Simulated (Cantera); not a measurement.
Input: 1 mol SiH₄, 35 mol N₂, equilibrated at 748.15 K and 15.0 mbar.

Cantera equilibrium calculation (NASA polynomials, part measured and part estimated; ideal gas, pure solids and liquids). Candidate condensed phases: Si, Si₃N₄; 18 gas species. N₂ is the only nitrogen source here; it is nearly inert below about 1500 K, so the nitride shown seldom forms there in practice. Kinetics and transport are ignored.

Task: What is the equilibrium state?

Result: 
```
Quantity                             Result
--------------------------------  ---------
x(N₂)                                 0.945
x(H₂)                                0.0550
n(Si₃N₄(s))                       0.333 mol
gas amount                        36.33 mol
log10 activity of Si(s) (absent)     -10.34
```
